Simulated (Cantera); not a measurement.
Input: 1 mol ZrN, 0.019 mol N2, held at 105 Torr.

Cantera equilibrium calculation (NASA polynomials, part measured and part estimated; ideal gas, pure solids and liquids). Candidate condensed phases: Zr, ZrN; 4 gas species. ZrN: taken at fixed stoichiometry. The numbers say what is thermodynamically allowed, not how fast it happens.

Over these rows the condensed part is ZrN(s). Partial pressures as log10 of bar:

```
T (K)  1000/T (1/K)  log p Zr  log p N2
-----  ------------  --------  --------
2723         0.3672     -6.32     -0.85
2773         0.3606     -5.99     -0.85
2823         0.3542     -5.68     -0.85
2873         0.3481         ?     -0.85
2923         0.3421     -5.08     -0.85
2973         0.3364     -4.79     -0.85
```

### Question
Fit log p(Zr) = a + b·(1000/T) to the five rows, give the apparent enthalpy, and predict the row at 2873 K.

### Answer
Means: 1000/T = 0.3521, log p = -5.572. Sxy = -0.032272, Sxx = 0.0006512, so b = -49.56 and a = -5.572 − (-49.56)×0.3521 = 11.88.
Apparent enthalpy: −19.145 × (-49.56) = 949 kJ/mol. With the condensed phases at unit activity, ZrN(s) = Zr(g) + 1/2 N2(g) links this pressure to the main gases: over the six rows their terms move log p by +0.00 in all, so the slope is close to that reaction's ΔH°. The five rows lie within 0.01 of the line.
Prediction at 2873 K: 11.88 + (-49.56)×0.3481 = -5.37. The computed value is -5.37, 0.00 from the line.
